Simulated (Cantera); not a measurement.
Mixture: 5.81 % CH3OH, 14.1 % O2, 80.1 % N2, equivalence ratio 0.62, at 7.60 atm, adiabatic and at constant volume. Ignition delay is the time to a rise of 400 K.

Computed with Cantera and GRI-Mech 3.0 (53 species, 325 reactions). GRI-Mech 3.0 was tuned for natural gas; its chemistry of methanol as a main component is partial and can be far from experiment.

### Question
Predict: delay at 1048 K; delay at 1098 K; delay at 1148 K; delay at 1198 K; delay at 1248 K; delay at 1298 K; apparent activation energy between 1198 and 1298 K.

### Answer
```
Quantity                                                 Value
--------------------------------------------------  ----------
delay at 1048 K                                        41.6 ms
delay at 1098 K                                        14.4 ms
delay at 1148 K                                        5.46 ms
delay at 1198 K                                        2.26 ms
delay at 1248 K                                        1.01 ms
delay at 1298 K                                       0.486 ms
apparent activation energy between 1198 and 1298 K  200 kJ/mol
```
